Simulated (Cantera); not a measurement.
Cantera run:

```python
import numpy as np
import cantera as ct

gas_names = """
    C CO CO2 C2 C2O C3 C3O2 C4 C5 O O2 O3
""".split()
cond_names = """
    C(gr)
""".split()


def load(file, names, dense=False):
    # The tables refer to 1 bar. Condensed volumes are neglected.
    table = {s.name: s for s in ct.Species.list_from_file(file)}
    out = []
    for n in names:
        d = dict(table[n].input_data)
        d["thermo"] = dict(d["thermo"], **{"reference-pressure": 1e5})
        if dense:
            d["equation-of-state"] = {"model": "constant-volume", "density": "1e6 g/cm^3"}
        out.append(ct.Species.from_dict(d))
    return out


gas = ct.Solution(thermo="ideal-gas", species=load("nasa_gas.yaml", gas_names))
cond = {s.name: ct.Solution(thermo="fixed-stoichiometry", species=[s], name=s.name)
        for s in load("nasa_condensed.yaml", cond_names, dense=True)}
atoms = {
    'CO2': {'C': 1, 'O': 2},
    'O2': {'O': 2},
}
top_T = {'C(gr)': 4500}  # K; cautious upper limits of use, not melting points


def equilibrate(T, P, feed):
    n = {}
    for name, mol in feed.items():
        for a, k in atoms[name].items():
            n[a] = n.get(a, 0.0) + k * mol
    gas.TPX = T, P, n
    mass = sum(n.values()) * gas.mean_molecular_weight
    gas.equilibrate("TP")
    valid = [c for c in cond.values() if c.min_temp <= T <= top_T.get(c.name, c.max_temp)]
    mix = ct.Mixture([(gas, mass / gas.mean_molecular_weight)] + [(c, 0.0) for c in valid])
    mix.T, mix.P = T, P
    mix.equilibrate("TP", solver="vcs", rtol=1e-11, max_steps=5000)
    return mix


results = []
feed = {'CO2': 1, 'O2': 0.24}  # mol
T = 875  # K
P = 1333.22  # Pa
mix = equilibrate(T, P, feed)
results.append((T, P, feed, dict(zip(mix.species_names, mix.species_moles))))
print(gas.report(threshold=1e-06))
for i in range(1, mix.n_phases):
    print(f"{mix.phase(i).name:16s} {mix.phase_moles(i):12.5e} mol")
```

Output:

```
       temperature   875 K
          pressure   1333.2 Pa
           density   0.0076389 kg/m^3
  mean mol. weight   41.684 kg/kmol
   phase of matter   gas

                          1 kg             1 kmol
                     ---------------   ---------------
          enthalpy       -7.0109e+06       -2.9224e+08  J
   internal energy       -7.1854e+06       -2.9952e+08  J
           entropy            7140.5        2.9764e+05  J/K
    Gibbs function       -1.3259e+07       -5.5268e+08  J
 heat capacity c_p            1176.7             49050  J/K
 heat capacity c_v            977.24             40736  J/K

                      mass frac. Y      mole frac. X     chem. pot. / RT
                     ---------------   ---------------   ---------------
               CO2           0.85143           0.80645           -86.479
                O2           0.14857           0.19355           -32.174
     [  +10 minor]        8.0492e-12         1.533e-11

C(gr)             0.00000e+00 mol
```

These are equilibrium values from Cantera (NASA tables, ideal gas, pure condensed phases), not measurements of a reactor.
